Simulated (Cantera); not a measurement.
Charge: 1 mol Ti, a varied amount of CH₄, 440 mol H₂, equilibrated at 1223 K and 0.940 bar.

Cantera equilibrium calculation (NASA polynomials, part measured and part estimated; ideal gas, pure solids and liquids). Candidate condensed phases: C, C₆H₆, C₇H₈, C₈H₁₈, Ti, TiC; 77 gas species. Mutual solubility and eutectic melting of coexisting phases are not modelled. TiC: taken at fixed stoichiometry. Condensed phases not in the tables: N, O or C dissolved in the metal. Equilibrium is a limit: real reactors are often held back by kinetics, nucleation or transport.

x: gas mole fraction; n: condensed amount in mol.

| n(CH₄) (mol) | x H₂ | x CH₄ | x C₂H₄ | x H | x C₂H₂ (acetylene) | x C₂H₆ | n Ti(β) | n TiC(s) |
|---|---|---|---|---|---|---|---|---|
| 0.97 | 1.00 | 6.85e-10 | <1e-12 | 3.10e-7 | <1e-12 | <1e-12 | 0.0300 | 0.970 |
| 1.2 | 1.000 | 0.000452 | 1.64e-9 | 3.10e-7 | 2.05e-10 | 1.81e-10 | 0 | 1.00 |
| 1.6 | 0.999 | 0.00136 | 1.48e-8 | 3.10e-7 | 1.84e-9 | 1.63e-9 | 0 | 1.00 |
| 2 | 0.998 | 0.00226 | 4.11e-8 | 3.10e-7 | 5.12e-9 | 4.52e-9 | 0 | 1.00 |
| 2.6 | 0.996 | [?] | [?] | 3.10e-7 | [?] | [?] | 0 | 1.00 |
| 3.3 | 0.995 | [?] | [?] | 3.09e-7 | [?] | [?] | 0 | 1.00 |
| 4.2 | 0.993 | 0.00719 | 4.21e-7 | 3.09e-7 | 5.27e-8 | 4.61e-8 | 0 | 1.00 |

Task: What belongs in the gaps?

Result: 
- 3.3, x CH₄: 0.00518
- 3.3, x C₂H₄: 2.17e-7
- 3.3, x C₂H₂ (acetylene): 2.72e-8
- 3.3, x C₂H₆: 2.39e-8
- 2.6, x CH₄: 0.00361
- 2.6, x C₂H₄: 1.05e-7
- 2.6, x C₂H₂ (acetylene): 1.31e-8
- 2.6, x C₂H₆: 1.16e-8
